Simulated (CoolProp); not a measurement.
Values from CoolProp's reference Helmholtz-energy equation of state, Lemmon 2006. It is a short technical equation, of lower accuracy than the large ones.

**Question.** Give the vapour pressure (bar), enthalpy of vaporisation (kJ/kg), liquid cp (kJ/(kg K)), vapour Z of saturated toluene at 91.45, 98.85, 113.55 °C.

**Answer.** 
```csv
T (°C),p (bar),enthalpy of vaporisation (kJ/kg),liquid cp (kJ/(kg K)),vapour Z
91.45,0.569,373,1.93,0.973
98.85,0.717,368,1.96,0.968
113.55,1.10,359,2.01,0.957
```
